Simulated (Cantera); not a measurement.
An isothermal, constant-pressure homogeneous reactor starts with CH₄ : CO₂ : H₂ = 1 : 0.38 : 0.088 (molar parts), at 1875 K and 10.0 bar.

Computed with Cantera and GRI-Mech 3.0 (53 species, 325 reactions). GRI-Mech 3.0 stops at C3 and has no aromatics, soot or wall deposition, so with more carbon than oxygen in the feed, carbon stays in small species such as C2H2 where larger ones or solid carbon would form.

One state of this run: x CH₄ = 0.0449; x CO₂ = 0.00132; x H₂ = 0.572; x C₂H₆ = 3.83e-5; x H₂O₂ = <1e-12; x O₂ = <1e-12; x C₂H₂ = 0.0922. x: mole fraction; the columns are a selection and need not sum to one.

Which value of t (s) does it belong to?
A. 0.0102
B. 0.0264
C. 0.0680
D. 0.00397

C, 0.0680
